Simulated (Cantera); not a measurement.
What does this Cantera script print?

```python
import numpy as np
import cantera as ct

gas = ct.Solution("gri30.yaml")
gas.TPX = 1925, 100000, {'C2H6': 1, 'N2': 53}
inlet = ct.Reservoir(gas, clone=True)

reactor = ct.IdealGasConstPressureReactor(gas, energy="off", clone=False)
exhaust = ct.Reservoir(gas, clone=True)
tau = [2.2, 0.96, 0.41, 0.17, 0.074, 0.031, 0.013, 0.0057, 0.0024, 0.001, 0.00044][0]
for a, b in ((inlet, reactor), (reactor, exhaust)):
    ct.MassFlowController(a, b, mdot=lambda t: reactor.mass / tau)
net = ct.ReactorNet([reactor])
show = ['C2H6', 'CH4', 'HCN', 'C2H2', 'CH3']

rows = []
print(f"{'tau/s':>10s}{'T/K':>9s}" + "".join(f"{s:>11s}" for s in show))
for tau in [2.2, 0.96, 0.41, 0.17, 0.074, 0.031, 0.013, 0.0057, 0.0024, 0.001, 0.00044]:
    net.initial_time = 0.0
    net.advance(30 * tau)
    before = gas.X
    net.advance(40 * tau)
    drift = np.max(np.abs(gas.X - before) / (gas.X + 1e-9))
    rows.append([gas.T, *gas[show].X, drift])
    print(f"{tau:10.3e}{gas.T:9.1f}" + "".join(f"{x:11.3e}" for x in gas[show].X))
```

It prints:

```
     tau/s      T/K       C2H6        CH4        HCN       C2H2        CH3
 2.200e+00   1925.0  8.155e-08  2.633e-04  1.033e-03  1.719e-02  2.767e-05
 9.600e-01   1925.0  1.859e-07  3.895e-04  7.249e-04  1.728e-02  4.181e-05
 4.100e-01   1925.0  4.313e-07  5.735e-04  5.007e-04  1.729e-02  6.361e-05
 1.700e-01   1925.0  1.024e-06  8.363e-04  3.450e-04  1.722e-02  9.763e-05
 7.400e-02   1925.0  2.296e-06  1.160e-03  2.487e-04  1.708e-02  1.453e-04
 3.100e-02   1925.0  5.281e-06  1.569e-03  1.836e-04  1.685e-02  2.184e-04
 1.300e-02   1925.0  1.195e-05  2.026e-03  1.419e-04  1.656e-02  3.248e-04
 5.700e-03   1925.0  2.554e-05  2.477e-03  1.150e-04  1.620e-02  4.693e-04
 2.400e-03   1925.0  5.591e-05  2.958e-03  9.322e-05  1.571e-02  6.863e-04
 1.000e-03   1925.0  1.225e-04  3.456e-03  7.415e-05  1.501e-02  1.007e-03
 4.400e-04   1925.0  2.547e-04  3.912e-03  5.779e-05  1.401e-02  1.445e-03
```

Detailed kinetics in Cantera: GRI-Mech 3.0 (53 species, 325 reactions). GRI-Mech 3.0 stops at C3 and has no aromatics, soot or wall deposition, so with more carbon than oxygen in the feed, carbon stays in small species such as C2H2 where larger ones or solid carbon would form.
